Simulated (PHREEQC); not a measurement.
A solution holds 0.011 mol HCl, 0.00013 mol FeCl3 and 4.6e-05 mol KNO3 per kg of water, at 25 °C. Closed to the air; pH follows from the charge balance.

Computed with PHREEQC (ion-association model, phreeqc.dat).

This is a speciation only: nothing precipitates in the calculation.

Predict the pH, specific conductance.

pH 2.00; specific conductance 4390 µS/cm.

In which forms is Fe present?

Fe+3 61 %, FeOH+2 26 %, FeCl+2 12 %, Fe(OH)2+ 0.6 % of the Fe.

The solution is supersaturated, for example in Hematite (slow to form), Goethite (slow to form), so a real one may precipitate; this is no full list. Complexes and solids missing from the database can't appear.
